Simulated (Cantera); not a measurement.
What does this Cantera script print?

```python
import numpy as np
import cantera as ct

gas = ct.Solution("h2o2.yaml")
gas.TPX = 1025, 2666, {'H2': 0.013, 'O2': 1}
reactor = ct.IdealGasConstPressureReactor(gas, energy="off", clone=False)
net = ct.ReactorNet([reactor])
net.rtol, net.atol = 1e-08, 1e-18
show = ['H2', 'O2', 'HO2', 'H2O2', 'O', 'H2O']
times = np.geomspace(6e-05, 200, 14)

steps = ct.SolutionArray(gas, extra=["t"])
rows = []
print(f"{'t/s':>10s}{'T/K':>9s}{'P/Pa':>11s}" + "".join(f"{s:>11s}" for s in show))
for t in times:
    while net.time < t:
        t_next = net.step()
        steps.append(gas.state, t=t_next)
    rows.append([np.interp(t, steps.t, y) for y in (steps.T, steps.P, *steps(*show).X.T)])
    print(f"{t:10.3e}{rows[-1][0]:9.1f}{rows[-1][1]:11.4g}" + "".join(f"{x:11.3e}" for x in rows[-1][2:]))
rate = np.gradient(steps.T, steps.t)
print("integrator steps:", len(steps.t))
if steps.T.max() > steps.T[0] + 200:
    print(f"time of steepest temperature rise: {steps.t[rate.argmax()]:.4e} s")
gas.TPX = 1025, 2666, {'H2': 0.013, 'O2': 1}
gas.equilibrate("TP")
print(f"equilibrium (TP): T = {gas.T:.1f} K  " + "  ".join(f"{s} {gas[s].X[0]:.3e}" for s in show))
```

Result:

```
       t/s      T/K       P/Pa         H2         O2        HO2       H2O2          O        H2O
 6.000e-05   1025.0       2666  1.283e-02  9.872e-01  2.897e-11  3.075e-16  1.131e-11  1.306e-12
 1.905e-04   1025.0       2666  1.283e-02  9.872e-01  9.292e-11  3.123e-15  7.623e-11  2.633e-11
 6.049e-04   1025.0       2666  1.283e-02  9.872e-01  3.046e-10  3.209e-14  6.014e-10  4.742e-10
 1.921e-03   1025.0       2666  1.283e-02  9.872e-01  1.572e-09  3.977e-13  2.321e-08  2.744e-08
 6.098e-03   1025.0       2666  1.165e-02  9.862e-01  5.342e-06  3.166e-08  7.105e-04  9.200e-04
 1.936e-02   1025.0       2666  6.230e-05  9.830e-01  3.618e-06  5.605e-08  3.836e-03  1.250e-02
 6.148e-02   1025.0       2666  1.111e-05  9.861e-01  1.709e-06  4.403e-08  8.749e-04  1.280e-02
 1.952e-01   1025.0       2666  1.449e-06  9.869e-01  5.599e-07  3.072e-08  1.240e-04  1.288e-02
 6.198e-01   1025.0       2666  1.624e-07  9.871e-01  1.315e-07  1.428e-08  1.561e-05  1.290e-02
 1.968e+00   1025.0       2666  2.097e-08  9.871e-01  2.681e-08  4.507e-09  2.298e-06  1.291e-02
 6.248e+00   1025.0       2666  3.567e-09  9.871e-01  5.885e-09  1.227e-09  4.367e-07  1.291e-02
 1.984e+01   1025.0       2666  7.776e-10  9.871e-01  1.533e-09  3.391e-10  1.020e-07  1.292e-02
 6.299e+01   1025.0       2666  1.995e-10  9.871e-01  5.649e-10  9.830e-11  2.718e-08  1.292e-02
 2.000e+02   1025.0       2666  5.736e-11  9.871e-01  4.290e-10  3.022e-11  7.979e-09  1.292e-02
integrator steps: 1995
equilibrium (TP): T = 1025.0 K  H2 1.450e-11  O2 9.871e-01  HO2 6.376e-10  H2O2 8.064e-12  O 2.021e-09  H2O 1.292e-02
```

Model: the H2/O2 subset of GRI-Mech 3.0, which has no nitrogen chemistry, integrated in Cantera. Radical loss at walls, strong at low pressure, is not modelled.
